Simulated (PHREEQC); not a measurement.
0.013 g of hydrous ferric oxide (600 m²/g; 0.2 weak and 0.005 strong sites per Fe, Dzombak-Morel constants, diffuse double layer) in 1 kg of water with 0.001 mol/kgw of an inert sodium salt and 0.0057 mmol/kgw Ag2SO4, 0.0013 mmol/kgw Na2SO4 and 0.0026 mmol/kgw CaCl2, at 25 °C; the pH is set by adding NaOH or the inert anion's acid. O2 is buffered at 0.21 atm. The system is closed to CO2. No solid was allowed to form.

Base run: PHREEQC, ion-association model, wateq4f.dat. Each further column changes one thing. The table gives Ag sorbed (%).

```json
[
 {"pH": "4", "base": "0.0", "no electrostatic term (-no_edl)": "0.0", "background salt from 0.001 to 0.0001 mol/kgw": "0.0", "oxide from 0.013 to 0.065 g/kgw": "0.0"},
 {"pH": "4.67", "base": "0.0", "no electrostatic term (-no_edl)": "0.0", "background salt from 0.001 to 0.0001 mol/kgw": "0.0", "oxide from 0.013 to 0.065 g/kgw": "0.2"},
 {"pH": "5.33", "base": "0.2", "no electrostatic term (-no_edl)": "0.0", "background salt from 0.001 to 0.0001 mol/kgw": "0.2", "oxide from 0.013 to 0.065 g/kgw": "1.0"},
 {"pH": "6.67", "base": "2.7", "no electrostatic term (-no_edl)": "1.0", "background salt from 0.001 to 0.0001 mol/kgw": "2.8", "oxide from 0.013 to 0.065 g/kgw": "12.8"},
 {"pH": "7.33", "base": "5.1", "no electrostatic term (-no_edl)": "?", "background salt from 0.001 to 0.0001 mol/kgw": "5.1", "oxide from 0.013 to 0.065 g/kgw": "24.0"},
 {"pH": "8", "base": "7.0", "no electrostatic term (-no_edl)": "6.9", "background salt from 0.001 to 0.0001 mol/kgw": "7.0", "oxide from 0.013 to 0.065 g/kgw": "32.7"},
 {"pH": "8.67", "base": "10.5", "no electrostatic term (-no_edl)": "9.9", "background salt from 0.001 to 0.0001 mol/kgw": "10.6", "oxide from 0.013 to 0.065 g/kgw": "44.1"},
 {"pH": "9.33", "base": "22.0", "no electrostatic term (-no_edl)": "?", "background salt from 0.001 to 0.0001 mol/kgw": "?", "oxide from 0.013 to 0.065 g/kgw": "?"},
 {"pH": "10.67", "base": "74.8", "no electrostatic term (-no_edl)": "15.4", "background salt from 0.001 to 0.0001 mol/kgw": "75.5", "oxide from 0.013 to 0.065 g/kgw": "96.9"},
 {"pH": "11.33", "base": "89.0", "no electrostatic term (-no_edl)": "14.1", "background salt from 0.001 to 0.0001 mol/kgw": "89.4", "oxide from 0.013 to 0.065 g/kgw": "99.1"},
 {"pH": "12", "base": "87.8", "no electrostatic term (-no_edl)": "9.7", "background salt from 0.001 to 0.0001 mol/kgw": "88.2", "oxide from 0.013 to 0.065 g/kgw": "?"}
]
```

Task: What belongs in the gaps?

Result: 
- 7.33, no electrostatic term (-no_edl): 4.4
- 9.33, no electrostatic term (-no_edl): 13.5
- 9.33, background salt from 0.001 to 0.0001 mol/kgw: 22.3
- 9.33, oxide from 0.013 to 0.065 g/kgw: 66.7
- 12, oxide from 0.013 to 0.065 g/kgw: 99.2

 In at least one series the solution becomes supersaturated in solids that the run did not let form, among them Ag2O.
